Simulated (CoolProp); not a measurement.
Vapour-liquid equilibrium of propane (1) + R227EA (2) at 0.997 MPa; x and y are mole fractions of (1).

Model: multi-fluid Helmholtz-energy mixture model, Lemmon 2009 and Lemmon 2016; pair parameters Bell 2016, in CoolProp.

```tsv
x	bubble temperature (K)	y at the bubble point	dew temperature at overall composition x (K)	liquid density (mol/L)
0.05	321.2	0.138	324.6	7.581
0.125	314.6	0.302	321.7	7.863
0.2	309.6	0.421	318.8	8.112
0.275	305.8	0.505	315.7	8.338
0.35	303.2	0.567	312.6	8.553
0.425	301.2	0.615	309.4	8.766
0.5	299.9	0.653	306.1	8.989
0.575	298.8	0.688	302.8	9.230
0.65	298.1	0.721	300.0	9.495
0.725	297.7	0.757	298.1	9.790
0.8	297.5	0.799	297.5	10.12
0.875	297.8	0.853	298.0	10.47
0.95	298.7	0.930	299.1	10.85
```

y crosses x between x = 0.725 and 0.8: the model has an azeotrope there.

The pair parameters rest on a limited set of measurements; away from them the model extrapolates.
